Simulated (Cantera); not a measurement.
Feed: 1 mol Si, 0.7 mol CO2, 310 mol H2, equilibrated at 775 °C.

These are equilibrium values from Cantera (NASA tables, ideal gas, pure condensed phases), not measurements of a reactor. Candidate condensed phases: C, C6H6, C7H8, C8H18, H2O, Si, SiC, SiO2; 123 gas species. Mutual solubility and eutectic melting of coexisting phases are not modelled. The numbers say what is thermodynamically allowed, not how fast it happens.

x: gas mole fraction; n: condensed amount in mol.

```tsv
P (Pa)	x H2	x CH4	x CO	x SiO	x H	x SiH4	n SiC(s)	n SiO2(β-quartz)	n C(graphite)
0.100	0.998	8.12e-10	0.00110	0.000719	7.72e-6	<1e-12	0.359	0.418	0
1.50	0.999	(withheld)	0.000866	(withheld)	(withheld)	<1e-12	0.431	0.562	0
22	0.999	5.52e-6	0.000856	5.89e-7	5.21e-7	<1e-12	0.433	0.567	0
320	1.000	0.000187	0.000208	2.66e-8	1.37e-7	<1e-12	0.332	0.668	0.245
4600	0.999	0.00128	(withheld)	(withheld)	(withheld)	(withheld)	0.301	0.699	0
68000	0.999	0.00129	5.77e-9	6.92e-10	9.36e-9	5.66e-9	0.300	0.700	0
1000000	0.999	0.00129	6.97e-12	1.80e-10	2.44e-9	1.22e-6	0.300	0.700	0
```

Question: Complete the blanks.

Answer: 
- 1.50, x CH4: 6.34e-8
- 1.50, x SiO: 2.10e-5
- 1.50, x H: 1.99e-6
- 4600, x CO: 4.81e-6
- 4600, x SiO: 2.67e-9
- 4600, x H: 3.60e-8
- 4600, x SiH4: 2.60e-11
